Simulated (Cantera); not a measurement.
Charge: 1 mol SiH2Cl2, 0.23 mol NH3, 0.8 mol H2, at 1900 K and 1.00 bar.

Method: chemical equilibrium by Gibbs-energy minimisation in Cantera with the NASA 1993 tables (ideal gas, pure condensed phases). Candidate condensed phases: NH4Cl, Si, Si3N4; 28 gas species. The tables' values for SiCl3, SiCl are old estimates; treat these amounts as uncertain. Gases not in the tables: Si2H6 and higher silanes. Equilibrium is a limit: real reactors are often held back by kinetics, nucleation or transport.

Base state: H2 0.566, HCl 0.195, SiCl2 0.182, N2 0.0357, SiCl3 0.0158, SiCl4 0.00184, SiHCl3 0.00169, H 0.000597 (mole fractions); condensed: Si(l).

**Question.** What changes in the equilibrium state with this change: H2 from 0.8 to 4.5 mol?

**Answer.** 
```
species       before     after
----------  --------  --------
H2             0.566     0.771
HCl            0.195     0.139
SiCl2          0.182    0.0677
SiCl3         0.0158   0.00357
N2            0.0357    0.0166
SiCl4        0.00184  0.000254
SiHCl3       0.00169  0.000446
SiH2Cl2     0.000290  0.000147
Cl          0.000155   9.47e-5
Si(l), mol     0.349     0.498
```

**Question.** What changes in the equilibrium state with this change: temperature from 1900 K to 1223.15 K?

**Answer.** 
| species | before | after |
|---|---|---|
| H2 | 0.566 | 0.751 |
| SiCl4 | 0.00184 | 0.120 |
| SiHCl3 | 0.00169 | 0.0544 |
| SiCl2 | 0.182 | 0.00849 |
| HCl | 0.195 | 0.0512 |
| N2 | 0.0357 | 5.76e-8 |
| SiCl3 | 0.0158 | 0.0113 |
| SiCl | 0.000161 | 2.51e-9 |
| Si | 1.26e-5 | <1e-9 |
| Cl | 0.000155 | 1.53e-8 |
| SiH2 | 3.30e-5 | 1.41e-8 |
| Si(l), mol | 0.349 | 0 |
| Si(s), mol | 0 | 0.302 |
| Si3N4(s), mol | 0 | 0.0575 |
Mutual solubility and eutectic melting of coexisting phases are not modelled. The tables' values for SiCl3 are old estimates; treat these amounts as uncertain.
